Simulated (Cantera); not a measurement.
An isothermal, constant-pressure homogeneous reactor starts with 63.3 % CH4, 25.9 % CO2, 10.8 % H2, at 1375 K and 0.740 atm.

Detailed kinetics in Cantera: GRI-Mech 3.0 (53 species, 325 reactions). GRI-Mech 3.0 stops at C3 and has no aromatics, soot or wall deposition, so with more carbon than oxygen in the feed, carbon stays in small species such as C2H2 where larger ones or solid carbon would form.

**Question.** Predict: x(CH4) at 200 s; x(CO2) at 200 s; x(H2) at 200 s; x(CH2O) at 200 s; x(HCO) at 200 s.

**Answer.** 
```json
{
 "x(CH4) at 200 s": "0.180 (gas-phase equilibrium 0.155)",
 "x(CO2) at 200 s": "0.0216 (gas-phase equilibrium 9.58e-7)",
 "x(H2) at 200 s": "0.400 (gas-phase equilibrium 0.488)",
 "x(CH2O) at 200 s": "6.45e-8 (gas-phase equilibrium 5.34e-8)",
 "x(HCO) at 200 s": "1.25e-9 (gas-phase equilibrium 1.85e-9)"
}
```
